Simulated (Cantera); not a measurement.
A closed system holds: 1 mol C2F6, 7.9 mol H2, at 2625 K and 0.00975 Torr.

These are equilibrium values from Cantera (NASA tables, ideal gas, pure condensed phases), not measurements of a reactor. Candidate condensed phases: C, C6H6, C7H8, C8H18; 95 gas species. The feed counts by its element totals alone. Rates play no part.

Base state: H 0.629, HF 0.191, F 0.120, C 0.0291, C3 0.0211, C2 0.00450, H2 0.00285, CF 0.00250 (mole fractions); condensed: gas only.

Problem. What changes in the equilibrium state with this change: temperature from 2625 K to 798 K?

Solution. 
```json
[
 {"species": "HF", "before": "0.191", "after": "0.550"},
 {"species": "H2", "before": "0.00285", "after": "0.450"},
 {"species": "H", "before": "0.629", "after": "<1e-9"},
 {"species": "F", "before": "0.120", "after": "<1e-9"},
 {"species": "C", "before": "0.0291", "after": "<1e-9"},
 {"species": "C3", "before": "0.0211", "after": "<1e-9"},
 {"species": "C2", "before": "0.00450", "after": "<1e-9"},
 {"species": "CF", "before": "0.00250", "after": "<1e-9"},
 {"species": "C(graphite), mol", "before": "0", "after": "2.00"}
]
```
